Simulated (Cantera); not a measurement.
A closed system holds: 1 mol PH3, 1.7 mol O2, 2.5 mol H2, at 7.70 bar.

Equilibrium computed with Cantera from the NASA thermochemical tables; the gas is ideal and each condensed phase is pure. Candidate condensed phases: H2O, P, P4O10; 17 gas species. Gases not in the tables: HPO2, HPO3 and P4O6. Rates play no part. All values below are at 2650 K.

Base state: H2 0.397, H2O 0.394, PO 0.101, PO2 0.0902, H 0.0106, P2 0.00368, OH 0.00257, P 0.000359 (mole fractions); condensed: gas only.

Q: What changes in the equilibrium state with this change: H2 from 2.5 to 0.13 mol?

A: 
| species | before | after |
|---|---|---|
| H2O | 0.394 | 0.552 |
| PO2 | 0.0902 | 0.339 |
| H2 | 0.397 | 0.0555 |
| H | 0.0106 | 0.00398 |
| PO | 0.101 | 0.0379 |
| P2 | 0.00368 | 5.14e-6 |
| O2 | 1.78e-5 | 0.00179 |
| PH | 0.000259 | 3.62e-6 |
| P | 0.000359 | 1.34e-5 |
